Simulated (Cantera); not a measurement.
Cantera run:

```python
import numpy as np
import cantera as ct

gas_names = """
    CL CL2 H HCL H2 Si SiCL SiCL2 SiCL3 SiCL4 SiH SiHCL3 SiH2 SiH2CL2 SiH3 SiH3CL SiH4 Si2 Si3
""".split()
cond_names = """
    Si(cr) Si(L)
""".split()


# ... load() reads the species with a 1 bar reference pressure and builds the phases ...
atoms = {
    'SiCl4': {'Si': 1, 'CL': 4},
    'H2': {'H': 2},
    'Cl2': {'CL': 2},
}
top_T = {}  # K; cautious upper limits of use, not melting points


# ... equilibrate(T, P, feed) seeds the gas with the atoms and calls Mixture.equilibrate('TP', solver="vcs", rtol=1e-11, max_steps=5000) ...
results = []
feed = {'SiCl4': 1, 'H2': 0.49, 'Cl2': 0.63}  # mol
T = 675  # K
P = 1700000  # Pa
mix = equilibrate(T, P, feed)
results.append((T, P, feed, dict(zip(mix.species_names, mix.species_moles))))
print(gas.report(threshold=1e-05))
for i in range(1, mix.n_phases):
    print(f"{mix.phase(i).name:16s} {mix.phase_moles(i):12.5e} mol")
```

It prints:

```
       temperature   675 K
          pressure   1.7e+06 Pa
           density   30.797 kg/m^3
  mean mol. weight   101.67 kg/kmol
   phase of matter   gas

                          1 kg             1 kmol
                     ---------------   ---------------
          enthalpy       -3.2623e+06       -3.3168e+08  J
   internal energy       -3.3175e+06       -3.3729e+08  J
           entropy            2871.2        2.9191e+05  J/K
    Gibbs function       -5.2004e+06       -5.2872e+08  J
 heat capacity c_p            640.99             65170  J/K
 heat capacity c_v            559.21             56855  J/K

                      mass frac. Y      mole frac. X     chem. pot. / RT
                     ---------------   ---------------   ---------------
               CL2          0.046052          0.066038           -27.811
               HCL           0.16576           0.46226           -37.775
             SiCL4           0.78818            0.4717           -158.81
     [  +16 minor]        6.5616e-09        1.8819e-08

Si(cr)            0.00000e+00 mol
```

Cantera equilibrium calculation (NASA polynomials, part measured and part estimated; ideal gas, pure solids and liquids).
